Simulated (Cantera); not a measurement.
A perfectly stirred reactor is fed with H₂ : O₂ : N₂ = 1 : 0.357 : 1.34 (molar parts), equivalence ratio 1.4, at 0.830 bar; it is adiabatic with a 350 K inlet, and is followed from long to short residence time, starting on the burning branch (τ in s: 0.4, 0.2, 0.099, 0.049, 0.024, 0.012, 0.006, 0.003, 0.0015, 0.00074, 0.00037, 0.00018, 9.1e-05).

Cantera simulation using GRI-Mech 3.0 (53 species, 325 reactions); the numbers are that mechanism's predictions, not measurements.

Q: What does this change do: O2 0.357 to 0.25 parts?

A: 
```
quantity                                                                          before                                   after
------------------------------------------------  --------------------------------------  --------------------------------------
blow-out, bracketed by the residence times tried  burning at 91.0 µs, the shortest tried  burning at 91.0 µs, the shortest tried
x(H₂) at τ = 0.400 s                                                               0.121                                   0.213
x(O₂) at τ = 0.400 s                                                             5.44e-5                                 1.56e-5
x(H₂O) at τ = 0.400 s                                                              0.302                                   0.213
x(O) at τ = 0.400 s                                                              4.70e-5                                 1.05e-6
x(HO₂) at τ = 0.400 s                                                            3.04e-8                                 6.81e-9
x(H₂) at τ = 6.00 ms                                                               0.118                                   0.206
x(O₂) at τ = 6.00 ms                                                            0.000627                                0.000180
x(H₂O) at τ = 6.00 ms                                                              0.294                                   0.211
x(O) at τ = 6.00 ms                                                             0.000485                                 5.18e-5
x(HO₂) at τ = 6.00 ms                                                            3.84e-7                                 1.06e-7
```

Q: What does this change do: inlet temperature 350 to 300 K?

A: 
| quantity | before | after |
|---|---|---|
| blow-out, bracketed by the residence times tried | burning at 91.0 µs, the shortest tried | burning at 91.0 µs, the shortest tried |
| x(H₂) at τ = 0.400 s | 0.121 | 0.121 |
| x(O₂) at τ = 0.400 s | 5.44e-5 | 4.23e-5 |
| x(H₂O) at τ = 0.400 s | 0.302 | 0.302 |
| x(O) at τ = 0.400 s | 4.70e-5 | 3.43e-5 |
| x(HO₂) at τ = 0.400 s | 3.04e-8 | 2.30e-8 |
| x(H₂) at τ = 6.00 ms | 0.118 | 0.118 |
| x(O₂) at τ = 6.00 ms | 0.000627 | 0.000601 |
| x(H₂O) at τ = 6.00 ms | 0.294 | 0.295 |
| x(O) at τ = 6.00 ms | 0.000485 | 0.000452 |
| x(HO₂) at τ = 6.00 ms | 3.84e-7 | 3.77e-7 |
